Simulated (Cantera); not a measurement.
Feed: 1 mol Al2O3, 0.1 mol Li2O, 1.5 mol O2, at 1800 °C and 1 atm.

Method: chemical equilibrium by Gibbs-energy minimisation in Cantera with the NASA 1993 tables (ideal gas, pure condensed phases). Candidate condensed phases: Al, Al2O3, Li, LiAlO2, Li2O; 14 gas species. Mutual solubility and eutectic melting of coexisting phases are not modelled. Condensed phases not in the tables: alloys, solid solutions and most ternary compounds. Equilibrium is a limit: real reactors are often held back by kinetics, nucleation or transport.

Question: What is the equilibrium state?

Answer: 
```
Item                                   Result
----------------------------------  ---------
x(O2)                                   0.999
x(O)                                  0.00114
x(LiO)                                2.03e-5
x(Li)                                 1.19e-5
x(Li2O)                               2.75e-6
n(Al2O3(s))                         0.900 mol
n(LiAlO2(l))                        0.200 mol
gas amount                          1.501 mol
log10 activity of Li2O(l) (absent)      -3.48
log10 activity of Li(l) (absent)        -5.92
log10 activity of Al(l) (absent)       -12.73
```
